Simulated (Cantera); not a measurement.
Input (Python, Cantera):

```python
import numpy as np
import cantera as ct

gas = ct.Solution("gri30.yaml")
gas.TPX = 2000, 950000, {'CH4': 1, 'CO2': 0.4}
reactor = ct.IdealGasConstPressureReactor(gas, energy="off", clone=False)
net = ct.ReactorNet([reactor])
net.rtol, net.atol = 1e-08, 1e-18
show = ['CH4', 'CO2', 'H', 'CH2', 'CO', 'OH', 'O']
times = np.geomspace(4e-06, 100, 12)

steps = ct.SolutionArray(gas, extra=["t"])
rows = []
print(f"{'t/s':>10s}{'T/K':>9s}{'P/Pa':>11s}" + "".join(f"{s:>11s}" for s in show))
for t in times:
    while net.time < t:
        t_next = net.step()
        steps.append(gas.state, t=t_next)
    rows.append([np.interp(t, steps.t, y) for y in (steps.T, steps.P, *steps(*show).X.T)])
    print(f"{t:10.3e}{rows[-1][0]:9.1f}{rows[-1][1]:11.4g}" + "".join(f"{x:11.3e}" for x in rows[-1][2:]))
rate = np.gradient(steps.T, steps.t)
print("integrator steps:", len(steps.t))
if steps.T.max() > steps.T[0] + 200:
    print(f"time of steepest temperature rise: {steps.t[rate.argmax()]:.4e} s")
gas.TPX = 2000, 950000, {'CH4': 1, 'CO2': 0.4}
gas.equilibrate("TP")
print(f"equilibrium (TP): T = {gas.T:.1f} K  " + "  ".join(f"{s} {gas[s].X[0]:.3e}" for s in show))
```

Result:

```
       t/s      T/K       P/Pa        CH4        CO2          H        CH2         CO         OH          O
 4.000e-06   2000.0    9.5e+05  6.466e-01  2.791e-01  6.754e-05  6.050e-06  9.110e-04  7.367e-07  3.645e-10
 1.882e-05   2000.0    9.5e+05  4.214e-01  2.359e-01  1.946e-04  4.485e-06  1.021e-02  2.300e-06  8.127e-10
 8.854e-05   2000.0    9.5e+05  1.875e-01  1.481e-01  2.967e-04  2.207e-06  5.470e-02  5.168e-06  1.063e-09
 4.166e-04   2000.0    9.5e+05  5.770e-02  3.442e-02  3.466e-04  1.482e-06  1.541e-01  1.020e-05  1.688e-09
 1.960e-03   2000.0    9.5e+05  2.912e-02  9.312e-03  3.785e-04  8.930e-07  2.093e-01  7.481e-06  1.327e-09
 9.221e-03   2000.0    9.5e+05  2.299e-02  3.095e-03  3.988e-04  4.004e-07  2.673e-01  2.064e-06  4.367e-10
 4.338e-02   2000.0    9.5e+05  2.022e-02  6.418e-05  4.071e-04  2.500e-07  2.920e-01  4.016e-08  9.487e-12
 2.041e-01   2000.0    9.5e+05  2.016e-02  1.397e-06  4.073e-04  2.473e-07  2.925e-01  8.883e-10  4.516e-13
 9.602e-01   2000.0    9.5e+05  2.016e-02  1.397e-06  4.073e-04  2.473e-07  2.925e-01  8.883e-10  4.516e-13
 4.518e+00   2000.0    9.5e+05  2.016e-02  1.397e-06  4.073e-04  2.473e-07  2.925e-01  8.883e-10  4.516e-13
 2.125e+01   2000.0    9.5e+05  2.016e-02  1.397e-06  4.073e-04  2.473e-07  2.925e-01  8.883e-10  4.516e-13
 1.000e+02   2000.0    9.5e+05  2.016e-02  1.397e-06  4.073e-04  2.473e-07  2.925e-01  8.883e-10  4.516e-13
integrator steps: 1730
equilibrium (TP): T = 2000.0 K  CH4 2.016e-02  CO2 1.410e-06  H 4.073e-04  CH2 2.473e-07  CO 2.925e-01  OH 8.964e-10  O 4.541e-13
```

Model: GRI-Mech 3.0 (53 species, 325 reactions), integrated in Cantera. GRI-Mech 3.0 stops at C3 and has no aromatics, soot or wall deposition, so with more carbon than oxygen in the feed, carbon stays in small species such as C2H2 where larger ones or solid carbon would form.
